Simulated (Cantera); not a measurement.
Cantera run:

```python
import numpy as np
import cantera as ct

gas_names = """
    B BF BF2 BF3 BH BHF2 BH2 BH3 BO BOF BOF2 BO2 B2 B2O B2O2 B2O3 B3O3F3 B3O3H3 F FO FO2 F2 F2O H HBO
    HBO2 HF HOF HO2 H2 H2F2 H2O H2O2 H3B3O6 H3F3 H4F4 H5F5 H6F6 H7F7 O OH O2 O3
""".split()
cond_names = """
    B(b) B(L) B2O3(L) B3O3H3(cr) H2O(s) H2O(L)
""".split()


# ... load() reads the species with a 1 bar reference pressure and builds the phases ...
atoms = {
    'BF3': {'B': 1, 'F': 3},
    'H2O': {'H': 2, 'O': 1},
}
top_T = {}  # K; cautious upper limits of use, not melting points


# ... equilibrate(T, P, feed) seeds the gas with the atoms and calls Mixture.equilibrate('TP', solver="vcs", rtol=1e-11, max_steps=5000) ...
results = []
feed = {'BF3': 1, 'H2O': 3.5}  # mol
P = 13332.2  # Pa
for T in [1075, 1175, 1275, 1375, 1475, 1575, 1675, 1775, 1875, 1975, 2075, 2175, 2275]:
    mix = equilibrate(T, P, feed)
    results.append((T, P, feed, dict(zip(mix.species_names, mix.species_moles))))

top = {s: max(r[3][s] / sum(r[3][g] for g in gas_names) for r in results) for s in gas_names}
cols = sorted((s for s in top if top[s] > 1e-05), key=lambda s: -top[s])[:9]
seen = [c for c in cond_names if any(r[3].get(c, 0) > 1e-12 for r in results)]
print("log10 of partial pressures in bar; condensed amounts in mol")
print(f"{'T/K':>10s}" + "".join(f"{s[:9]:>10s}" for s in cols + seen))
for T, P, feed, n in results:
    ng = sum(n[g] for g in gas_names)
    print(f"{T:10.4g}" + "".join(f"{np.log10(max(n[s] / ng * P / 1e5, 1e-99)):10.3f}" for s in cols)
          + "".join(f"{n.get(c, 0):10.4g}" for c in seen))
```

Result:

```
log10 of partial pressures in bar; condensed amounts in mol
       T/K       H2O        HF       BOF       BF3      HBO2        H2    B3O3F3        OH        O2   B2O3(L)
      1075    -1.097    -1.436    -4.246    -1.842    -4.497    -6.719    -2.776    -7.992    -7.064    0.1321
      1175    -1.117    -1.372    -3.498    -1.914    -3.797    -6.046    -2.807    -7.163    -6.395     0.176
      1275    -1.140    -1.326    -2.879    -1.997    -3.215    -5.481    -2.860    -6.466    -5.833    0.1987
      1375    -1.166    -1.302    -2.368    -2.109    -2.726    -5.001    -2.951    -5.875    -5.358    0.1724
      1475    -1.200    -1.315    -1.957    -2.293    -2.313    -4.594    -3.119    -5.372    -4.955   0.04119
      1575    -1.236    -1.295    -1.810    -2.594    -2.204    -4.242    -3.898    -4.936    -4.605         0
      1675    -1.255    -1.274    -1.775    -2.960    -2.192    -3.922    -4.862    -4.545    -4.290         0
      1775    -1.265    -1.265    -1.765    -3.331    -2.185    -3.632    -5.775    -4.193    -4.007         0
      1875    -1.271    -1.261    -1.763    -3.680    -2.180    -3.371    -6.610    -3.877    -3.754         0
      1975    -1.277    -1.260    -1.764    -3.999    -2.177    -3.136    -7.366    -3.593    -3.528         0
      2075    -1.284    -1.259    -1.767    -4.289    -2.176    -2.924    -8.051    -3.339    -3.324         0
      2175    -1.293    -1.260    -1.770    -4.552    -2.179    -2.734    -8.673    -3.110    -3.142         0
      2275    -1.307    -1.262    -1.773    -4.790    -2.186    -2.563    -9.241    -2.904    -2.979         0
```

Equilibrium computed with Cantera from the NASA thermochemical tables; the gas is ideal and each condensed phase is pure. Gases not in the tables: H3BO3.
